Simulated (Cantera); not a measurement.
## Hydrogen reduction and annealing atmospheres: Al2O3 + H2 + N2

Charge: 1 mol Al2O3, 1200 mol H2, 52 mol N2, equilibrated at 10000 Pa.

Method: chemical equilibrium by Gibbs-energy minimisation in Cantera with the NASA 1993 tables (ideal gas, pure condensed phases). Candidate condensed phases: Al, AlN, Al2O3, H2O; 35 gas species. Mutual solubility and eutectic melting of coexisting phases are not modelled. The tables' values for AlOH are old estimates; treat these amounts as uncertain. Condensed phases not in the tables: aluminium oxynitride. Kinetics and transport are ignored.

```json
[
 {"T (K)": "1325", "x H2": "0.958", "x N2": "0.0415", "x H": "5.06e-6", "x H2O": "1.40e-6", "x Al": "1.12e-11", "n AlN(s)": "0.00117", "n Al2O3(s)": "0.999"},
 {"T (K)": "1425", "x H2": "0.958", "x N2": "0.0415", "x H": "2.11e-5", "x H2O": "2.56e-6", "x Al": "6.51e-10", "n AlN(s)": "0.00213", "n Al2O3(s)": "0.999"},
 {"T (K)": "1525", "x H2": "0.958", "x N2": "0.0415", "x H": "7.32e-5", "x H2O": "4.28e-6", "x Al": "2.22e-8", "n AlN(s)": "0.00353", "n Al2O3(s)": "0.998"},
 {"T (K)": "1625", "x H2": "0.958", "x N2": "0.0415", "x H": "0.000218", "x H2O": "6.71e-6", "x Al": "4.86e-7", "n AlN(s)": "0.00475", "n Al2O3(s)": "0.997"},
 {"T (K)": "1725", "x H2": "0.958", "x N2": "0.0415", "x H": "0.000575", "x H2O": "1.20e-5", "x Al": "5.61e-6", "n AlN(s)": "0", "n Al2O3(s)": "0.994"},
 {"T (K)": "1825", "x H2": "0.957", "x N2": "0.0415", "x H": "0.00136", "x H2O": "3.91e-5", "x Al": "1.80e-5", "n AlN(s)": "0", "n Al2O3(s)": "0.981"},
 {"T (K)": "1925", "x H2": "0.955", "x N2": "0.0415", "x H": "0.00295", "x H2O": "0.000113", "x Al": "5.07e-5", "n AlN(s)": "0", "n Al2O3(s)": "0.945"},
 {"T (K)": "2025", "x H2": "0.952", "x N2": "0.0414", "x H": "0.00594", "x H2O": "0.000294", "x Al": "0.000128", "n AlN(s)": "0", "n Al2O3(s)": "0.853"}
]
```
x: gas mole fraction; n: condensed amount in mol.

From 1325 K to 1625 K the condensed part is AlN(s) + Al2O3(s). From 1725 K to 2025 K the condensed part is Al2O3(s).
